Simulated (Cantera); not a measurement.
A perfectly stirred reactor is fed with C2H6 : N2 = 1 : 78 (molar parts), at 470 Pa; it is held at 1625 K, and followed from long to short residence time.

Cantera simulation using GRI-Mech 3.0 (53 species, 325 reactions); the numbers are that mechanism's predictions, not measurements. GRI-Mech 3.0 stops at C3 and has no aromatics, soot or wall deposition, so with more carbon than oxygen in the feed, carbon stays in small species such as C2H2 where larger ones or solid carbon would form. Radical loss at walls, strong at low pressure, is not modelled.

```tsv
quantity	before	after
x(C2H6) at τ = 2.30 s	1.88e-5	2.61e-6
x(H2) at τ = 2.30 s	0.0227	0.0222
x(HCN) at τ = 2.30 s	0.000103	8.87e-6
x(C2H) at τ = 2.30 s	6.41e-7	5.19e-8
x(C2H2) at τ = 2.30 s	0.0116	0.0115
x(C2H6) at τ = 10.0 ms	0.00279	0.000228
x(H2) at τ = 10.0 ms	0.00873	0.0187
x(HCN) at τ = 10.0 ms	5.84e-6	5.47e-6
x(C2H) at τ = 10.0 ms	5.20e-7	2.09e-7
x(C2H2) at τ = 10.0 ms	0.00277	0.00967
```

### Question
What was changed between the two runs?
A. C2H6 1 to 2.8 parts
B. temperature 1625 to 1700 K
C. pressure from 470 Pa to 38000 Pa
D. N2 78 to 44 parts

### Answer
C, pressure from 470 Pa to 38000 Pa
